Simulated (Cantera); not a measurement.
Mixture: H2 : O2 : N2 : H2O = 1 : 0.85 : 3.56 : 0.35 (molar parts), at 5.00 bar, adiabatic and at constant pressure. Ignition delay is the time to a rise of 400 K.

Cantera simulation using the H2/O2 subset of GRI-Mech 3.0, which has no nitrogen chemistry; the numbers are that mechanism's predictions, not measurements. The hydrogen kinetics of GRI-Mech 3.0 are dated; newer H2 mechanisms differ, most at raised pressure.

Problem. Predict: delay at 1025 K; delay at 1125 K; delay at 1225 K; delay at 1325 K; delay at 1425 K; apparent activation energy between 1325 and 1425 K.

Solution. 
```json
{
 "delay at 1025 K": "10.1 ms",
 "delay at 1125 K": "0.853 ms",
 "delay at 1225 K": "28.1 µs",
 "delay at 1325 K": "8.55 µs",
 "delay at 1425 K": "4.96 µs",
 "apparent activation energy between 1325 and 1425 K": "86 kJ/mol"
}
```
